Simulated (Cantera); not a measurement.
A closed system holds: 1 mol CO2, 0.024 mol O2, 6.6 mol N2, 0.032 mol SO2, at 2625 K and 1.10 mbar.

Method: chemical equilibrium by Gibbs-energy minimisation in Cantera with the NASA 1993 tables (ideal gas, pure condensed phases). Candidate condensed phases: C, S; 35 gas species. Kinetics and transport are ignored.

Base state: N2 0.770, CO 0.111, O 0.0888, O2 0.0128, NO 0.00691, CO2 0.00603, SO 0.00183, S 0.00130 (mole fractions); condensed: gas only.

What changes in the equilibrium state with this change: pressure from 1.10 mbar to 32.0 bar?


| species | before | after |
|---|---|---|
| N2 | 0.770 | 0.852 |
| CO2 | 0.00603 | 0.114 |
| CO | 0.111 | 0.0157 |
| O | 0.0888 | 0.000410 |
| O2 | 0.0128 | 0.00791 |
| S | 0.00130 | 4.71e-7 |
| N | 2.33e-5 | 1.44e-7 |
| SO | 0.00183 | 8.95e-5 |
| SO2 | 0.000619 | 0.00405 |
The ideal-gas law is rough above about 30 bar.
